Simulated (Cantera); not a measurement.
**Hydrocarbon pyrolysis for carbon deposition**

An isothermal, constant-pressure homogeneous reactor starts with 4.00 % CH₄, 96.0 % H₂, at 1650 K and 0.0133 bar.

Cantera simulation using GRI-Mech 3.0 (53 species, 325 reactions); the numbers are that mechanism's predictions, not measurements. GRI-Mech 3.0 stops at C3 and has no aromatics, soot or wall deposition, so with more carbon than oxygen in the feed, carbon stays in small species such as C2H2 where larger ones or solid carbon would form. Radical loss at walls, strong at low pressure, is not modelled.

```tsv
t (s)	x CH₄	x H₂	x CH₂	x C₂H	x H
3.00e-5	0.0400	0.960	<1e-12	<1e-12	1.58e-7
0.000135	0.0400	0.960	<1e-12	<1e-12	7.35e-7
0.000605	0.0400	0.960	8.33e-12	<1e-12	3.34e-6
0.00272	0.0400	0.960	1.89e-10	<1e-12	1.50e-5
0.0122	0.0399	0.960	3.84e-9	<1e-12	6.75e-5
0.0548	0.0396	0.960	6.62e-8	3.12e-11	0.000288
0.246	0.0362	0.961	2.42e-7	4.12e-9	0.000596
1.10	0.0239	0.968	1.90e-7	2.18e-8	0.000643
4.96	0.00856	0.976	8.94e-8	4.85e-8	0.000722
22.3	0.00197	0.979	2.43e-8	6.29e-8	0.000773
100	0.000512	0.980	6.52e-9	6.61e-8	0.000784
```
x: mole fraction; the columns are a selection and need not sum to one.

Equilibrium at this temperature and pressure: CH₄ 0.000348, H₂ 0.980, CH₂ 4.45e-9, C₂H 6.65e-8, H 0.000784 (gas phase only).
